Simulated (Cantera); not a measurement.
## Gas-phase reforming

A perfectly stirred reactor is fed with 57.8 % CH4, 42.2 % CO2, at 1.00 bar; it is held at 1625 K, and followed from long to short residence time.

Model: GRI-Mech 3.0 (53 species, 325 reactions), integrated in Cantera.

| τ (s) | x CH4 | x CO2 | x O | x CO | x C2H6 |
|---|---|---|---|---|---|
| 0.66 | 0.0781 | 0.0648 | 1.65e-11 | 0.266 | 5.05e-5 |
| 0.16 | 0.153 | 0.139 | 1.66e-11 | 0.183 | 0.000181 |
| 0.040 | 0.292 | 0.271 | 1.19e-11 | 0.0784 | 0.000555 |
| 0.010 | 0.440 | 0.372 | 6.26e-12 | 0.0166 | 0.00127 |
| 0.0025 | 0.532 | 0.411 | 2.50e-12 | 0.00204 | 0.00192 |
| 0.00061 | 0.569 | 0.421 | <1e-12 | 0.000156 | 0.00120 |
| 0.00015 | 0.576 | 0.422 | <1e-12 | 1.28e-5 | 0.000269 |
x: mole fraction; the columns are a selection and need not sum to one.
